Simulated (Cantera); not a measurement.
Formation from one mole of Br₂

Cantera with NASA thermochemical tables; ideal gases at 1 bar, condensed phases pure. Values are per mole of reaction as written; species without (g) are pure solids or liquids, kept so even where they would boil at 1 bar.

0.6667 Al + Br₂(g) → 0.6667 AlBr₃(g)

```tsv
T (K)	ΔH° (kJ)	ΔS° (J/K)	ΔG° (kJ)	log10 K
300	-304.5	-31.4	-295.1	51.39
423	-304.8	-32.0	-291.2	35.96
448	-304.8	-32.1	-290.4	33.86
473	-304.9	-32.2	-289.6	31.98
498	-304.9	-32.3	-288.8	30.29
523	-304.9	-32.4	-288.0	28.76
548	-305.0	-32.5	-287.2	27.38
573	-305.0	-32.5	-286.4	26.11
598	-305.1	-32.6	-285.6	24.94
623	-305.1	-32.7	-284.8	23.87
```

Mg + Br₂(g) → MgBr₂

```csv
T (K),ΔH° (kJ),ΔS° (J/K),ΔG° (kJ),log10 K
300,-555.2,-160.8,-506.9,88.26
423,-553.5,-156.1,-487.4,60.19
448,-553.1,-155.3,-483.5,56.38
473,-552.7,-154.5,-479.7,52.97
498,-552.4,-153.7,-475.8,49.91
523,-552.0,-152.9,-472.0,47.14
548,-551.6,-152.2,-468.2,44.63
573,-551.2,-151.5,-464.4,42.33
598,-550.8,-150.8,-460.6,40.23
623,-550.4,-150.2,-456.8,38.30
```

Hg + Br₂(g) → HgBr₂

```tsv
T (K)	ΔH° (kJ)	ΔS° (J/K)	ΔG° (kJ)	log10 K	condensed phases
300	-200.3	-151.1	-155.0	26.99	Hg(l), HgBr₂(s)
423	-198.7	-146.7	-136.7	16.88	Hg(l), HgBr₂(s)
448	-198.4	-145.8	-133.0	15.51	Hg(l), HgBr₂(s)
473	-198.0	-145.0	-129.4	14.29	Hg(l), HgBr₂(s)
498	-197.6	-144.1	-125.8	13.19	Hg(l), HgBr₂(s)
523	-179.0	-108.1	-122.5	12.24	Hg(l), HgBr₂(l)
548	-178.1	-106.3	-119.8	11.42	Hg(l), HgBr₂(l)
573	-177.1	-104.6	-117.2	10.68	Hg(l), HgBr₂(l)
598	-176.2	-103.0	-114.6	10.01	Hg(l), HgBr₂(l)
623	-175.3	-101.5	-112.1	9.39	Hg(l), HgBr₂(l)
```
